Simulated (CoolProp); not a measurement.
Vapour-liquid equilibrium of R22 (1) + dimethyl ether (2) at 332.4 K; x and y are mole fractions of (1).

The numbers come from the multi-fluid Helmholtz-energy mixture model, Kamei 1995 and Wu 2011; pair parameters Bell 2016 in CoolProp.

```csv
x,bubble pressure (MPa),y at the bubble point,dew pressure at overall composition x (MPa),liquid density (mol/L)
0.05,[?],0.045,1.410,13.07
0.2,1.391,0.197,1.391,13.15
0.35,1.408,0.378,[?],13.18
0.5,1.489,[?],1.450,[?]
0.65,1.657,0.753,1.545,[?]
0.8,1.922,[?],1.726,12.72
0.95,2.265,0.980,2.121,12.21
```

Question: Complete the blanks.

Answer: 
- 0.05, bubble pressure (MPa): 1.411
- 0.35, dew pressure at overall composition x (MPa): 1.403
- 0.5, y at the bubble point: 0.573
- 0.5, liquid density (mol/L): 13.13
- 0.65, liquid density (mol/L): 12.99
- 0.8, y at the bubble point: 0.891

y crosses x between x = 0.2 and 0.35: the model has an azeotrope there.

Pair parameters are fitted to limited data, so mixtures are less certain than the pure fluids.
